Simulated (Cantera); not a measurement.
A Cantera script and what it prints.

```python
import numpy as np
import cantera as ct

gas_names = """
    CL CL2 H HCL H2 Si SiCL SiCL2 SiCL3 SiCL4 SiH SiHCL3 SiH2 SiH2CL2 SiH3 SiH3CL SiH4 Si2 Si3
""".split()
cond_names = """
    Si(cr) Si(L)
""".split()


# ... load() reads the species with a 1 bar reference pressure and builds the phases ...
atoms = {
    'SiCl4': {'Si': 1, 'CL': 4},
    'HCl': {'H': 1, 'CL': 1},
    'H2': {'H': 2},
}
top_T = {}  # K; cautious upper limits of use, not melting points


# ... equilibrate(T, P, feed) seeds the gas with the atoms and calls Mixture.equilibrate('TP', solver="vcs", rtol=1e-11, max_steps=5000) ...
results = []
feed = {'SiCl4': 1, 'HCl': 3.9, 'H2': 1.6}  # mol
T = 723  # K
P = 11000  # Pa
mix = equilibrate(T, P, feed)
results.append((T, P, feed, dict(zip(mix.species_names, mix.species_moles))))
print(gas.report(threshold=0.0001))
for i in range(1, mix.n_phases):
    print(f"{mix.phase(i).name:16s} {mix.phase_moles(i):12.5e} mol")
```

Result:

```
       temperature   723 K
          pressure   11000 Pa
           density   0.088762 kg/m^3
  mean mol. weight   48.507 kg/kmol
   phase of matter   gas

                          1 kg             1 kmol
                     ---------------   ---------------
          enthalpy       -2.8919e+06       -1.4028e+08  J
   internal energy       -3.0158e+06       -1.4629e+08  J
           entropy            5294.2        2.5681e+05  J/K
    Gibbs function       -6.7196e+06       -3.2595e+08  J
 heat capacity c_p            851.91             41324  J/K
 heat capacity c_v             680.5             33009  J/K

                      mass frac. Y      mole frac. X     chem. pot. / RT
                     ---------------   ---------------   ---------------
               HCL           0.45097           0.60002           -41.601
                H2           0.01023           0.24613           -20.373
             SiCL4           0.53874           0.15383            -157.6
     [  +16 minor]        5.2695e-05        1.8872e-05

Si(cr)            0.00000e+00 mol
```

Method: chemical equilibrium by Gibbs-energy minimisation in Cantera with the NASA 1993 tables (ideal gas, pure condensed phases).
